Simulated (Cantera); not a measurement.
Adiabatic ignition

An adiabatic, constant-volume homogeneous reactor starts with 35.1 % H2, 8.77 % O2, 56.1 % N2, equivalence ratio 2.0, at 1000 K and 24.7 atm.

Detailed kinetics in Cantera: the H2/O2 subset of GRI-Mech 3.0, which has no nitrogen chemistry. The hydrogen kinetics of GRI-Mech 3.0 are dated; newer H2 mechanisms differ, most at raised pressure. The pressure lies above the range GRI-Mech 3.0 was tuned for (to about 10 atm).

```json
[
 {"t (s)": "4.00e-6", "T (K)": "1000", "P (bar)": "25.0", "x H2": "0.351", "x O2": "0.0877", "x H2O2": "6.18e-11", "x HO2": "4.60e-9", "x OH": "<1e-12", "x H": "1.38e-11"},
 {"t (s)": "8.45e-6", "T (K)": "1000", "P (bar)": "25.0", "x H2": "0.351", "x O2": "0.0877", "x H2O2": "2.76e-10", "x HO2": "9.75e-9", "x OH": "<1e-12", "x H": "1.47e-11"},
 {"t (s)": "1.79e-5", "T (K)": "1000", "P (bar)": "25.0", "x H2": "0.351", "x O2": "0.0877", "x H2O2": "1.23e-9", "x HO2": "2.07e-8", "x OH": "<1e-12", "x H": "1.65e-11"},
 {"t (s)": "3.78e-5", "T (K)": "1000", "P (bar)": "25.0", "x H2": "0.351", "x O2": "0.0877", "x H2O2": "5.51e-9", "x HO2": "4.41e-8", "x OH": "<1e-12", "x H": "2.04e-11"},
 {"t (s)": "7.98e-5", "T (K)": "1000", "P (bar)": "25.0", "x H2": "0.351", "x O2": "0.0877", "x H2O2": "2.45e-8", "x HO2": "9.52e-8", "x OH": "1.04e-12", "x H": "2.98e-11"},
 {"t (s)": "0.000169", "T (K)": "1000", "P (bar)": "25.0", "x H2": "0.351", "x O2": "0.0877", "x H2O2": "1.10e-7", "x HO2": "2.17e-7", "x OH": "3.18e-12", "x H": "5.46e-11"},
 {"t (s)": "0.000357", "T (K)": "1000", "P (bar)": "25.0", "x H2": "0.351", "x O2": "0.0877", "x H2O2": "5.41e-7", "x HO2": "5.97e-7", "x OH": "1.33e-11", "x H": "1.42e-10"},
 {"t (s)": "0.000754", "T (K)": "1000", "P (bar)": "25.0", "x H2": "0.351", "x O2": "0.0877", "x H2O2": "3.73e-6", "x HO2": "2.57e-6", "x OH": "8.59e-11", "x H": "6.56e-10"},
 {"t (s)": "0.00159", "T (K)": "1001", "P (bar)": "25.0", "x H2": "0.351", "x O2": "0.0876", "x H2O2": "4.12e-5", "x HO2": "1.20e-5", "x OH": "9.21e-10", "x H": "4.59e-9"},
 {"t (s)": "0.00337", "T (K)": "1014", "P (bar)": "25.3", "x H2": "0.350", "x O2": "0.0868", "x H2O2": "0.000381", "x HO2": "4.24e-5", "x OH": "1.13e-8", "x H": "4.27e-8"},
 {"t (s)": "0.00711", "T (K)": "2579", "P (bar)": "58.9", "x H2": "0.191", "x O2": "1.28e-6", "x H2O2": "1.38e-8", "x HO2": "8.19e-9", "x OH": "0.000457", "x H": "0.00202"},
 {"t (s)": "0.0150", "T (K)": "2579", "P (bar)": "58.9", "x H2": "0.191", "x O2": "1.28e-6", "x H2O2": "1.38e-8", "x HO2": "8.19e-9", "x OH": "0.000457", "x H": "0.00202"},
 {"t (s)": "0.0318", "T (K)": "2579", "P (bar)": "58.9", "x H2": "0.191", "x O2": "1.28e-6", "x H2O2": "1.38e-8", "x HO2": "8.19e-9", "x OH": "0.000457", "x H": "0.00202"},
 {"t (s)": "0.0672", "T (K)": "2579", "P (bar)": "58.9", "x H2": "0.191", "x O2": "1.28e-6", "x H2O2": "1.38e-8", "x HO2": "8.19e-9", "x OH": "0.000457", "x H": "0.00202"},
 {"t (s)": "0.142", "T (K)": "2579", "P (bar)": "58.9", "x H2": "0.191", "x O2": "1.28e-6", "x H2O2": "1.38e-8", "x HO2": "8.19e-9", "x OH": "0.000457", "x H": "0.00202"},
 {"t (s)": "0.300", "T (K)": "2579", "P (bar)": "58.9", "x H2": "0.191", "x O2": "1.28e-6", "x H2O2": "1.38e-8", "x HO2": "8.19e-9", "x OH": "0.000457", "x H": "0.00202"}
]
```
x: mole fraction; the columns are a selection and need not sum to one.

* **time of steepest temperature rise**: 4.58 ms
* **temperature at 0.300 s**: 2579 K
* **equilibrium temperature**: 2579 K
* **x(H2) at 0.300 s**: 0.191 (gas-phase equilibrium 0.191)
* **x(O2) at 0.300 s**: 1.28e-6 (gas-phase equilibrium 1.28e-6)
* **x(H2O2) at 0.300 s**: 1.38e-8 (gas-phase equilibrium 1.38e-8)
